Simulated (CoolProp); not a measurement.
Isopentane along the isobar 0.178 MPa: fugacity coefficient from the reference equation and from simpler models built on Tc = 187.2 °C, pc = 3.378 MPa, ω = 0.227; each cubic takes its own stable root.

The numbers come from the reference Helmholtz-energy equation of state, Lemmon 2006 in CoolProp. It is a short technical equation, of lower accuracy than the large ones.

| T (°C) | phase | reference |
|---|---|---|
| -37.95 | liquid | 0.02755 |
| -19.05 | liquid | 0.07898 |
| -0.15 | liquid | 0.1903 |
| 18.75 | liquid | 0.3993 |
| 37.65 | liquid | 0.7497 |
| 56.65 | gas | 0.9458 |
| 75.55 | gas | 0.9551 |
| 94.45 | gas | 0.9623 |
| 113.35 | gas | 0.9681 |
| 132.25 | gas | 0.9727 |
| 151.15 | gas | 0.9765 |
| 170.15 | gas | 0.9796 |
| 189.05 | gas | 0.9822 |
| 207.95 | gas | 0.9844 |
| 226.85 | gas | 0.9863 |

Task: How far does each simpler model (van der Waals, Soave-Redlich-Kwong, Peng-Robinson) lie from the reference over these 15 states: mean and median of the absolute difference, and the worst?

Result: 
- van der Waals: mean 246.0 %, median 1.2 %, worst +2028.1 % at -37.95 °C and 0.178 MPa
- Soave-Redlich-Kwong: mean 0.5 %, median 0.2 %, worst -2.7 % at -37.95 °C and 0.178 MPa
- Peng-Robinson: mean 0.6 %, median 0.2 %, worst +3.8 % at -37.95 °C and 0.178 MPa

At some of these states van der Waals gives the other phase, because its saturation line lies elsewhere.
